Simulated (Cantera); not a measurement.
A closed system holds: 1 mol Si₂H₆, 7.9 mol N₂, 0.21 mol Cl₂, equilibrated at 1098 K and 0.133 bar.

Method: chemical equilibrium by Gibbs-energy minimisation in Cantera with the NASA 1993 tables (ideal gas, pure condensed phases). Candidate condensed phases: NH₄Cl, Si, Si₃N₄; 28 gas species. The feed counts by its element totals alone. N₂ is the only nitrogen source here; it is nearly inert below about 1500 K, so the nitride shown seldom forms there in practice. The numbers say what is thermodynamically allowed, not how fast it happens.

What is the equilibrium state?


```
Quantity                             Result
--------------------------------  ---------
x(N₂)                                 0.672
x(H₂)                                 0.285
x(HCl)                               0.0429
x(SiCl₄)                            5.87e-6
x(NH₃)                              5.35e-6
n(Si₃N₄(s))                       0.667 mol
gas amount                        9.777 mol
log10 activity of Si(s) (absent)      -5.33
```
